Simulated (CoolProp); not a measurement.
Isopentane along the isotherm 320 K: Z from the reference equation and from simpler models built on Tc = 460.3 K, pc = 3378 kPa, ω = 0.227; each cubic takes its own stable root.

Computed with CoolProp (reference Helmholtz-energy equation of state, Lemmon 2006). It is a short technical equation, of lower accuracy than the large ones.

| p (kPa) | phase | reference |
|---|---|---|
| 154 | gas | 0.9451 |
| 307 | liquid | 0.01406 |
| 461 | liquid | 0.02110 |
| 614 | liquid | 0.02809 |
| 768 | liquid | 0.03511 |
| 921 | liquid | 0.04209 |
| 1070 | liquid | 0.04888 |
| 1230 | liquid | 0.05616 |
| 1380 | liquid | 0.06298 |
| 1540 | liquid | 0.07025 |
| 1690 | liquid | 0.07706 |

**Question.** How far does each simpler model (van der Waals, Redlich-Kwong, Soave-Redlich-Kwong, Peng-Robinson) lie from the reference over these 11 states: mean and median of the absolute difference, and the worst?

**Answer.** 
- van der Waals: mean 1277.3 %, median 61.7 %, worst +6534.4 % at 320 K and 307 kPa
- Redlich-Kwong: mean 10.5 %, median 11.5 %, worst +11.7 % at 320 K and 307 kPa
- Soave-Redlich-Kwong: mean 7.2 %, median 7.8 %, worst +8.0 % at 320 K and 307 kPa
- Peng-Robinson: mean 4.3 %, median 4.7 %, worst -4.8 % at 320 K and 1690 kPa

At some of these states van der Waals gives the other phase, because its saturation line lies elsewhere.
